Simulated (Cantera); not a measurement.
Input (Python, Cantera):

```python
import numpy as np
import cantera as ct

gas = ct.Solution("gri30.yaml", transport_model="multicomponent")
show = ['NO', 'CO2', 'CH4']

rows = []
print(f"{'T/K':>7s}{'rho':>11s}{'cp':>10s}{'mu':>11s}{'lambda':>11s}{'Pr':>7s}" + "".join(f"{'D_' + s:>11s}" for s in show))
for T in [400, 600, 800, 1000, 1200, 1400]:
    gas.TPX = T, 2666, {'N2O': 0.69}
    Pr = gas.cp_mass * gas.viscosity / gas.thermal_conductivity
    D = [gas.mix_diff_coeffs_mole[gas.species_index(s)] for s in show]
    rows.append([gas.density, gas.cp_mass, gas.viscosity, gas.thermal_conductivity, Pr, *D])
    print(f"{T:7g}{gas.density:11.4e}{gas.cp_mass:10.1f}{gas.viscosity:11.4e}"
          f"{gas.thermal_conductivity:11.4e}{Pr:7.3f}" + "".join(f"{d:11.4e}" for d in D))
print("SI units: kg/m3, J/kg/K, Pa s, W/m/K, m2/s")
```

Result:

```
    T/K        rho        cp         mu     lambda     Pr       D_NO      D_CO2      D_CH4
    400 3.5281e-02     970.3 1.9459e-05 2.5299e-02  0.746 9.8154e-04 7.3011e-04 1.1049e-03
    600 2.3521e-02    1101.3 2.7324e-05 4.0429e-02  0.744 2.0011e-03 1.5385e-03 2.2797e-03
    800 1.7641e-02    1191.6 3.4048e-05 5.4682e-02  0.742 3.2770e-03 2.5636e-03 3.7558e-03
   1000 1.4113e-02    1254.7 4.0022e-05 6.7878e-02  0.740 4.7814e-03 3.7785e-03 5.4986e-03
   1200 1.1760e-02    1294.3 4.5464e-05 7.9761e-02  0.738 6.4956e-03 5.1655e-03 7.4853e-03
   1400 1.0080e-02    1326.8 5.0510e-05 9.1048e-02  0.736 8.4061e-03 6.7122e-03 9.6996e-03
SI units: kg/m3, J/kg/K, Pa s, W/m/K, m2/s
```

Model: GRI-Mech 3.0 (53 species, 325 reactions), integrated in Cantera. The composition is frozen, though it would react at the higher temperatures.
